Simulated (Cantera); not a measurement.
# Counterflow diffusion flame

A counterflow diffusion flame at 690 Torr, nozzles 20 mm apart: fuel side CH₄ : C₂H₆ = 1 : 0.5 (molar parts) at 500 K, oxidiser side O₂ : N₂ = 0.19 : 0.81 (molar parts) at 423 K, fuel mass flux 0.63 times the oxidiser's; mixture-averaged transport, no radiation.

Model: GRI-Mech 3.0 (53 species, 325 reactions), integrated in Cantera. GRI-Mech 3.0 has no aromatics or soot, which form on the fuel side of real flames. The maximum strain rate includes the flame's own expansion and is several times the mean. A flux with no burning solution from the previous one only brackets extinction.

| oxidiser flux (kg/m²/s) | max strain (1/s) | mean strain (1/s) | T max (K) | peak x OH | peak x H | peak x NO | peak x CO | peak x C₂H₂ |
|---|---|---|---|---|---|---|---|---|
| 0.23 | 155 | 31.1 | 1992 | 0.00597 | 0.00362 | 0.000190 | 0.0449 | 0.0208 |
| 0.32 | 209 | 43.2 | 1974 | 0.00592 | 0.00381 | 0.000174 | 0.0450 | 0.0194 |
| 0.45 | 284 | 60.8 | 1958 | 0.00587 | 0.00402 | 0.000155 | 0.0453 | 0.0181 |
| 0.63 | 386 | 85.1 | 1941 | 0.00577 | 0.00421 | 0.000135 | 0.0457 | 0.0168 |
| 0.89 | 529 | 120 | 1920 | 0.00558 | 0.00434 | 0.000111 | 0.0464 | 0.0152 |
| 1.2 | 694 | 162 | 1898 | 0.00532 | 0.00438 | 8.91e-5 | 0.0471 | 0.0136 |
| 1.7 | 950 | 230 | 1865 | 0.00487 | 0.00429 | 6.19e-5 | 0.0483 | 0.0115 |
| 2.4 | 1300 | 324 | 1818 | 0.00417 | 0.00392 | 3.48e-5 | 0.0499 | 0.00864 |
x: mole fraction; the columns are a selection and need not sum to one.

At the next flux tried, 3.4 kg/m²/s, no burning solution was found from the previous one.
